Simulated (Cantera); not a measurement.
## Equilibrium for silicon nitride deposition: SiF₄ + NH₃ + N₂

Charge: 1 mol SiF₄, 0.27 mol NH₃, 5.1 mol N₂, equilibrated at 0.460 bar.

Cantera equilibrium calculation (NASA polynomials, part measured and part estimated; ideal gas, pure solids and liquids). Candidate condensed phases: Si, Si₃N₄; 37 gas species. The tables' values for SiF₃, SiF₂ are old estimates; treat these amounts as uncertain. Rates play no part.

```
T (K)   x N₂  x SiF₄    x H₂     x HF   x SiF₃   x SiHF₃    x SiF₂
-----  -----  ------  ------  -------  -------  --------  --------
1400   0.788   0.148  0.0593  0.00249  0.00165  0.000802   1.27e-5
1450   0.787   0.147  0.0588  0.00341  0.00250  0.000857   2.64e-5
1500   0.787   0.146  0.0581  0.00463  0.00362  0.000899   5.12e-5
1550   0.786   0.144  0.0573  0.00618  0.00506  0.000927   9.30e-5
1600   0.786   0.142  0.0562  0.00814  0.00687  0.000944  0.000160
1650   0.785   0.140  0.0549   0.0105  0.00907  0.000949  0.000264
1700   0.783   0.137  0.0534   0.0135   0.0117  0.000943  0.000416
1750   0.782   0.133  0.0516   0.0169   0.0147  0.000926  0.000633
```
x: gas mole fraction; nothing condenses.

From 1400 K to 1750 K nothing is condensed. The main Si-bearing gas is SiF₄ throughout.
